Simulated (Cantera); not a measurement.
What does this Cantera script print?

```python
import numpy as np
import cantera as ct

gas_names = """
    Cu CuF CuF2 CuO Cu2 F FO FO2 F2 F2O N NF NF2 NF3 NO NO2 NO3 N2 N2O O O2 O3
""".split()
cond_names = """
    Cu(cr) Cu(L) CuF2(s) CuF2(L) CuO(s) Cu2O(s) Cu2O(L)
""".split()


# ... load() reads the species with a 1 bar reference pressure and builds the phases ...
atoms = {
    'CuF2': {'Cu': 1, 'F': 2},
    'O2': {'O': 2},
    'N2': {'N': 2},
}
top_T = {'CuO(s)': 1390}  # K; cautious upper limits of use, not melting points


# ... equilibrate(T, P, feed) seeds the gas with the atoms and calls Mixture.equilibrate('TP', solver="vcs", rtol=1e-11, max_steps=5000) ...
results = []
feed = {'CuF2': 1, 'O2': 0.45, 'N2': 3}  # mol
P = 5100  # Pa
for T in [798, 873, 948, 1023, 1098, 1173, 1248, 1323, 1398]:
    mix = equilibrate(T, P, feed)
    results.append((T, P, feed, dict(zip(mix.species_names, mix.species_moles))))

top = {s: max(r[3][s] / sum(r[3][g] for g in gas_names) for r in results) for s in gas_names}
cols = sorted((s for s in top if top[s] > 1e-06), key=lambda s: -top[s])[:6]
seen = [c for c in cond_names if any(r[3].get(c, 0) > 1e-12 for r in results)]
print("log10 of partial pressures in bar; condensed amounts in mol")
print(f"{'T/K':>10s}" + "".join(f"{s[:9]:>10s}" for s in cols + seen))
for T, P, feed, n in results:
    ng = sum(n[g] for g in gas_names)
    print(f"{T:10.4g}" + "".join(f"{np.log10(max(n[s] / ng * P / 1e5, 1e-99)):10.3f}" for s in cols)
          + "".join(f"{n.get(c, 0):10.4g}" for c in seen))
```

It prints:

```
log10 of partial pressures in bar; condensed amounts in mol
       T/K        N2      CuF2        O2       CuF         F        NO   CuF2(s)   CuF2(L)
       798    -1.353    -8.310    -2.177   -11.939   -11.940    -7.088         1         0
       873    -1.353    -6.858    -2.177   -10.266   -10.271    -6.574         1         0
       948    -1.353    -5.648    -2.177    -8.867    -8.867    -6.141    0.9998         0
      1023    -1.353    -4.624    -2.177    -7.676    -7.676    -5.772    0.9984         0
      1098    -1.355    -3.750    -2.179    -6.652    -6.652    -5.455    0.9879         0
      1173    -1.359    -3.137    -2.184    -5.834    -5.834    -5.181         0    0.9499
      1248    -1.374    -2.630    -2.198    -5.130    -5.130    -4.951         0    0.8334
      1323    -1.413    -2.189    -2.237    -4.509    -4.509    -4.773         0    0.4949
      1398    -1.465    -1.945    -2.289    -4.031    -4.031    -4.631         0         0
```

Method: chemical equilibrium by Gibbs-energy minimisation in Cantera with the NASA 1993 tables (ideal gas, pure condensed phases).
